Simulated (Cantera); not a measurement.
What does this Cantera script print?

```python
import numpy as np
import cantera as ct

gas = ct.Solution("gri30.yaml")


def delay(T, t_max=10):
    gas.TPX = T, 100000, {'CO': 1, 'H2': 0.075, 'O2': 0.604, 'N2': 2.27}
    reactor = ct.IdealGasConstPressureReactor(gas, clone=False)
    net = ct.ReactorNet([reactor])
    net.rtol, net.atol = 1e-8, 1e-16
    while net.time < t_max:
        t_old, T_old = net.time, reactor.T
        net.step()
        if reactor.T > T + 400:  # ignition: a rise of 400 K
            return t_old + (T + 400 - T_old) / (reactor.T - T_old) * (net.time - t_old)
    return np.nan


taus = []
for T in [925, 1025, 1125, 1225, 1325, 1425, 1525, 1625, 1725, 1825]:
    taus.append(delay(T))
    print(f"T0 = {T:6g} K   tau = {taus[-1]:.4e} s")
```

Result:

```
T0 =    925 K   tau = 1.1569e-02 s
T0 =   1025 K   tau = 5.2106e-04 s
T0 =   1125 K   tau = 2.1634e-04 s
T0 =   1225 K   tau = 1.3932e-04 s
T0 =   1325 K   tau = 1.0785e-04 s
T0 =   1425 K   tau = 9.3400e-05 s
T0 =   1525 K   tau = 8.7920e-05 s
T0 =   1625 K   tau = 8.8317e-05 s
T0 =   1725 K   tau = 9.2860e-05 s
T0 =   1825 K   tau = 1.0042e-04 s
```

Computed with Cantera and GRI-Mech 3.0 (53 species, 325 reactions). Below about 950 K walls govern HO2 and H2O2 in real vessels. Where the delays flatten at high temperature, the 400 K rule measures the pace of heat release, not the induction time.
